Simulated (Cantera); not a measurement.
What does this Cantera script print?

```python
import numpy as np
import cantera as ct

gas_names = """
    H HO2 H2 H2O H2O2 Nb NbO NbO2 O OH O2 O3
""".split()
cond_names = """
    H2O(s) H2O(L) Nb(cr) Nb(L) NbO(s) NbO(L) NbO2(I) NbO2(II) NbO2(III) NbO2(L) Nb2O5(s) Nb2O5(L)
""".split()


# ... load() reads the species with a 1 bar reference pressure and builds the phases ...
atoms = {
    'Nb': {'Nb': 1},
    'O2': {'O': 2},
    'H2': {'H': 2},
}
top_T = {}  # K; cautious upper limits of use, not melting points


# ... equilibrate(T, P, feed) seeds the gas with the atoms and calls Mixture.equilibrate('TP', solver="vcs", rtol=1e-11, max_steps=5000) ...
results = []
feed = {'Nb': 1, 'O2': 0.011, 'H2': 91}  # mol
P = 14000  # Pa
for T in [1073, 1148, 1223, 1298, 1373, 1448, 1523, 1598, 1673, 1748, 1823, 1898, 1973, 2048]:
    mix = equilibrate(T, P, feed)
    results.append((T, P, feed, dict(zip(mix.species_names, mix.species_moles))))

top = {s: max(r[3][s] / sum(r[3][g] for g in gas_names) for r in results) for s in gas_names}
cols = sorted((s for s in top if top[s] > 1e-05), key=lambda s: -top[s])[:7]
seen = [c for c in cond_names if any(r[3].get(c, 0) > 1e-12 for r in results)]
print("log10 of partial pressures in bar; condensed amounts in mol")
print(f"{'T/K':>10s}" + "".join(f"{s[:9]:>10s}" for s in cols + seen))
for T, P, feed, n in results:
    ng = sum(n[g] for g in gas_names)
    print(f"{T:10.4g}" + "".join(f"{np.log10(max(n[s] / ng * P / 1e5, 1e-99)):10.3f}" for s in cols)
          + "".join(f"{n.get(c, 0):10.4g}" for c in seen))
```

It prints:

```
log10 of partial pressures in bar; condensed amounts in mol
       T/K        H2         H       H2O    Nb(cr)    NbO(s)
      1073    -0.854    -8.281    -7.363     0.978   0.02197
      1148    -0.854    -7.572    -6.831    0.9781    0.0219
      1223    -0.854    -6.949    -6.367    0.9783   0.02172
      1298    -0.854    -6.397    -5.959    0.9787   0.02129
      1373    -0.854    -5.904    -5.597    0.9796   0.02036
      1448    -0.854    -5.462    -5.275    0.9815   0.01855
      1523    -0.854    -5.063    -4.986    0.9847   0.01528
      1598    -0.854    -4.701    -4.725    0.9902  0.009754
      1673    -0.854    -4.371    -4.489    0.9991 0.0009079
      1748    -0.854    -4.068    -4.471         1         0
      1823    -0.854    -3.790    -4.471         1         0
      1898    -0.855    -3.534    -4.471         1         0
      1973    -0.856    -3.298    -4.472         1         0
      2048    -0.857    -3.078    -4.473         1         0
```

Method: chemical equilibrium by Gibbs-energy minimisation in Cantera with the NASA 1993 tables (ideal gas, pure condensed phases). Mutual solubility and eutectic melting of coexisting phases are not modelled. NbO: taken at fixed stoichiometry. Condensed phases not in the tables: N, O or C dissolved in the metal.
